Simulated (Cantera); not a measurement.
## Pyrogenic steam for wet oxidation

An isothermal, constant-pressure homogeneous reactor starts with H2 : O2 : N2 = 0.34 : 1 : 0.8 (molar parts), equivalence ratio 0.17, at 975 K and 0.178 atm.

Computed with Cantera and GRI-Mech 3.0 (53 species, 325 reactions). The temperature is held fixed by assumption; the heat of reaction is taken as removed at once.

```tsv
t (s)	x H2	x O2	x H	x HO2	x OH	x NO
0.000300	0.159	0.467	3.81e-6	1.22e-6	5.63e-7	<1e-12
0.000625	0.0597	0.432	0.0177	9.65e-5	0.00357	1.16e-7
0.00130	0.00749	0.423	0.000155	6.94e-5	0.000340	2.02e-7
0.00271	0.00352	0.422	2.23e-5	4.33e-5	0.000116	1.97e-7
0.00565	0.00182	0.422	5.27e-6	2.75e-5	5.56e-5	1.89e-7
0.0118	0.000908	0.422	1.37e-6	1.65e-5	3.01e-5	1.76e-7
0.0245	0.000408	0.421	3.48e-7	8.96e-6	1.77e-5	1.60e-7
0.0510	0.000151	0.421	7.91e-8	3.97e-6	1.12e-5	1.45e-7
0.106	4.01e-5	0.421	1.37e-8	1.22e-6	7.44e-6	1.38e-7
0.221	6.72e-6	0.421	1.52e-9	2.29e-7	4.75e-6	1.49e-7
0.461	6.95e-7	0.421	1.17e-10	3.17e-8	2.84e-6	1.70e-7
0.960	4.27e-8	0.421	1.10e-11	5.61e-9	1.72e-6	1.88e-7
2.00	1.82e-9	0.421	2.19e-12	1.95e-9	1.10e-6	1.98e-7
```
x: mole fraction; the columns are a selection and need not sum to one.

Equilibrium at this temperature and pressure: H2 2.57e-11, O2 0.421, H <1e-12, HO2 8.91e-10, OH 1.68e-7, NO 2.41e-5 (gas phase only).
